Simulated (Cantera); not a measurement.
A perfectly stirred reactor is fed with 2.33 % CH4, 97.7 % N2, at 1.01 bar; it is held at 1425 K, and followed from long to short residence time.

Cantera simulation using GRI-Mech 3.0 (53 species, 325 reactions); the numbers are that mechanism's predictions, not measurements. GRI-Mech 3.0 stops at C3 and has no aromatics, soot or wall deposition, so with more carbon than oxygen in the feed, carbon stays in small species such as C2H2 where larger ones or solid carbon would form.

### Question
Predict: x(CH4) at τ = 8.80 s; x(H) at τ = 8.80 s; x(C2H2) at τ = 8.80 s; x(C2H6) at τ = 8.80 s; x(C2H4) at τ = 8.80 s; x(CH4) at τ = 17.0 ms; x(H) at τ = 17.0 ms; x(C2H2) at τ = 17.0 ms; x(C2H6) at τ = 17.0 ms; x(C2H4) at τ = 17.0 ms.

### Answer
| Property | Value |
|---|---|
| x(CH4) at τ = 8.80 s | 0.0124 |
| x(H) at τ = 8.80 s | 5.81e-7 |
| x(C2H2) at τ = 8.80 s | 0.00520 |
| x(C2H6) at τ = 8.80 s | 8.70e-6 |
| x(C2H4) at τ = 8.80 s | 0.000106 |
| x(CH4) at τ = 17.0 ms | 0.0232 |
| x(H) at τ = 17.0 ms | 6.98e-9 |
| x(C2H2) at τ = 17.0 ms | 6.04e-7 |
| x(C2H6) at τ = 17.0 ms | 1.41e-5 |
| x(C2H4) at τ = 17.0 ms | 7.92e-6 |
